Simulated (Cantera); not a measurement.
Source: NASA polynomial tables (part measured, part estimated), evaluated in Cantera. Values are per mole of reaction as written; species without (g) are pure solids or liquids, kept so even where they would boil at 1 bar.

**Question.** Between 800 and 1300 K, where is each reaction favourable under standard conditions?
- Pb + I₂(g) ⇌ PbI₂(g)
- H₂(g) + I₂(g) ⇌ 2 HI(g)
- Mg + I₂(g) ⇌ MgI₂

**Answer.** 
- Pb + I₂(g) ⇌ PbI₂(g): ΔG° is -89 kJ at 800 K and -97 kJ at 1300 K; it stays negative (K > 1). ΔH° is -79 kJ and ΔS° 13 J/K at 1300 K.
- H₂(g) + I₂(g) ⇌ 2 HI(g): ΔG° is -25 kJ at 800 K and -32 kJ at 1300 K; it stays negative (K > 1). ΔH° is -14 kJ and ΔS° 14 J/K at 1300 K.
- Mg + I₂(g) ⇌ MgI₂: ΔG° is -303 kJ at 800 K and -241 kJ at 1300 K; it stays negative (K > 1). ΔH° is -387 kJ and ΔS° -112 J/K at 1300 K.
